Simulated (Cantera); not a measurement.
Cantera run, input and output.

```python
import numpy as np
import cantera as ct

gas = ct.Solution("gri30.yaml")
gas.TPX = 1425, 101325, {'C2H4': 1, 'O2': 1.36, 'N2': 5.13, 'H2O': 1.8}
reactor = ct.IdealGasReactor(gas, energy="on", clone=False)
net = ct.ReactorNet([reactor])
net.rtol, net.atol = 1e-08, 1e-16
show = ['C2H4', 'O2', 'H2O', 'CH2CO', 'NO', 'HCO']
times = np.geomspace(1e-06, 0.9, 16)

steps = ct.SolutionArray(gas, extra=["t"])
rows = []
print(f"{'t/s':>10s}{'T/K':>9s}{'P/Pa':>11s}" + "".join(f"{s:>11s}" for s in show))
for t in times:
    while net.time < t:
        t_next = net.step()
        steps.append(gas.state, t=t_next)
    rows.append([np.interp(t, steps.t, y) for y in (steps.T, steps.P, *steps(*show).X.T)])
    print(f"{t:10.3e}{rows[-1][0]:9.1f}{rows[-1][1]:11.4g}" + "".join(f"{x:11.3e}" for x in rows[-1][2:]))
rate = np.gradient(steps.T, steps.t)
print("integrator steps:", len(steps.t))
if steps.T.max() > steps.T[0] + 200:
    print(f"time of steepest temperature rise: {steps.t[rate.argmax()]:.4e} s")
gas.TPX = 1425, 101325, {'C2H4': 1, 'O2': 1.36, 'N2': 5.13, 'H2O': 1.8}
gas.equilibrate("UV")
print(f"equilibrium (UV): T = {gas.T:.1f} K  " + "  ".join(f"{s} {gas[s].X[0]:.3e}" for s in show))
```

Result:

```
       t/s      T/K       P/Pa       C2H4         O2        H2O      CH2CO         NO        HCO
 1.000e-06   1425.0  1.013e+05  1.076e-01  1.464e-01  1.938e-01  8.957e-10  1.932e-19  1.105e-10
 2.494e-06   1425.0  1.013e+05  1.076e-01  1.464e-01  1.938e-01  8.068e-09  2.083e-18  4.006e-10
 6.222e-06   1425.0  1.013e+05  1.076e-01  1.464e-01  1.938e-01  1.075e-07  3.164e-17  2.921e-09
 1.552e-05   1425.0  1.013e+05  1.076e-01  1.464e-01  1.938e-01  9.205e-06  3.449e-15  2.088e-07
 3.871e-05   2474.4  2.018e+05  2.020e-04  1.449e-02  2.321e-01  5.717e-04  1.468e-05  5.675e-05
 9.655e-05   2700.7  2.276e+05  1.312e-10  8.420e-05  1.944e-01  1.164e-08  3.026e-04  4.217e-07
 2.408e-04   2674.6  2.258e+05  6.515e-18  1.318e-04  1.928e-01  7.678e-14  3.630e-04  4.861e-07
 6.007e-04   2671.8  2.256e+05  6.132e-18  1.364e-04  1.927e-01  7.443e-14  4.110e-04  4.923e-07
 1.498e-03   2671.2  2.256e+05  6.168e-18  1.356e-04  1.926e-01  7.469e-14  4.955e-04  4.918e-07
 3.737e-03   2670.6  2.255e+05  6.205e-18  1.349e-04  1.925e-01  7.496e-14  5.751e-04  4.912e-07
 9.322e-03   2670.5  2.255e+05  6.213e-18  1.347e-04  1.925e-01  7.502e-14  5.936e-04  4.911e-07
 2.325e-02   2670.5  2.255e+05  6.213e-18  1.347e-04  1.925e-01  7.503e-14  5.938e-04  4.911e-07
 5.800e-02   2670.5  2.255e+05  6.213e-18  1.347e-04  1.925e-01  7.503e-14  5.938e-04  4.911e-07
 1.447e-01   2670.5  2.255e+05  6.213e-18  1.347e-04  1.925e-01  7.503e-14  5.938e-04  4.911e-07
 3.608e-01   2670.5  2.255e+05  6.213e-18  1.347e-04  1.925e-01  7.503e-14  5.938e-04  4.911e-07
 9.000e-01   2670.5  2.255e+05  6.213e-18  1.347e-04  1.925e-01  7.503e-14  5.938e-04  4.911e-07
integrator steps: 1534
time of steepest temperature rise: 3.7280e-05 s
equilibrium (UV): T = 2670.5 K  C2H4 6.797e-18  O2 1.347e-04  H2O 1.925e-01  CH2CO 8.214e-14  NO 5.938e-04  HCO 4.911e-07
```

Detailed kinetics in Cantera: GRI-Mech 3.0 (53 species, 325 reactions). GRI-Mech 3.0 was tuned for natural gas; its chemistry of ethylene as a main component is partial and can be far from experiment.
